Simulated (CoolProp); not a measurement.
Toluene at 372.05 K and 1.74 MPa flows at 0.67 m/s in a round tube of 50 mm bore and 1.5 µm roughness, fully developed (64/Re and Nu = 3.66 if laminar; Colebrook and Gnielinski if turbulent). Each further row changes one setting.

Model: reference Helmholtz-energy equation of state, Lemmon 2006, in CoolProp. It is a short technical equation, of lower accuracy than the large ones.

```json
[
 {"case": "as stated", "Reynolds number": "(withheld)", "Darcy friction factor": "(withheld)", "pressure drop (Pa/m)": "65.1", "heat-transfer coefficient (W/(m² K))": "1100", "mass flow (kg/h)": "(withheld)"},
 {"case": "velocity 1.34 m/s", "Reynolds number": "193000", "Darcy friction factor": "(withheld)", "pressure drop (Pa/m)": "(withheld)", "heat-transfer coefficient (W/(m² K))": "2000", "mass flow (kg/h)": "(withheld)"},
 {"case": "diameter 100 mm", "Reynolds number": "193000", "Darcy friction factor": "0.0159", "pressure drop (Pa/m)": "28.3", "heat-transfer coefficient (W/(m² K))": "(withheld)", "mass flow (kg/h)": "15000"}
]
```

### Question
Some entries are withheld; supply them.

### Answer

- as stated, Reynolds number: 96300
- as stated, Darcy friction factor: 0.0183
- as stated, mass flow (kg/h): 3760
- velocity 1.34 m/s, Darcy friction factor: 0.0160
- velocity 1.34 m/s, pressure drop (Pa/m): 228
- velocity 1.34 m/s, mass flow (kg/h): 7510
- diameter 100 mm, heat-transfer coefficient (W/(m² K)): 997

Viscosity comes from a separate model (Avgeri 2015). Thermal conductivity comes from a separate model (Assael 2012).
